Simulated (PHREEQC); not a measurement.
# Leach liquor

A solution holds 0.0038 mol/kgw H2SO4, 3.6e-05 mol/kgw LiCl and 0.013 mol/kgw Fe2(SO4)3, at 25 °C. Closed to the air; pH follows from the charge balance.

Model: ion-association model, phreeqc.dat, run in PHREEQC.

No solid was allowed to form.

What pH, ionic strength does the model give?

pH 2.36; ionic strength 0.0502 mol/kgw.

In which forms is Li present?

Li+ 97 %, LiSO4- 2.6 % of the Li.

Examples of supersaturated solids here: Hematite (slow to form), Goethite (slow to form). Others may be too.
